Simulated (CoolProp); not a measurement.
The fluid at 293.15 K and 8.22 MPa (stagnation) flows isentropically through a choked orifice. The same conditions are run with several fluids, on thermodynamics alone (safety and materials aside).

The numbers come from the reference Helmholtz-energy equation of state of each fluid (methane: Setzmann 1991; dry air: Lemmon 2000; oxygen: Schmidt 1985; normal hydrogen: Leachman 2009; carbon monoxide: Lemmon 2006) in CoolProp. Blends and air are pseudo-pure fits.

```
fluid            throat to inlet pressure ratio  mass flux (kg/(m² s))  throat temperature (K)
---------------  ------------------------------  ---------------------  ----------------------
methane                                   0.536                  15500                   248.7
dry air                                   0.516                  20100                   240.9
oxygen                                    0.520                  21300                   241.4
normal hydrogen                           0.517                   5090                   241.7
carbon monoxide                           0.514                  19800                   240.6
```
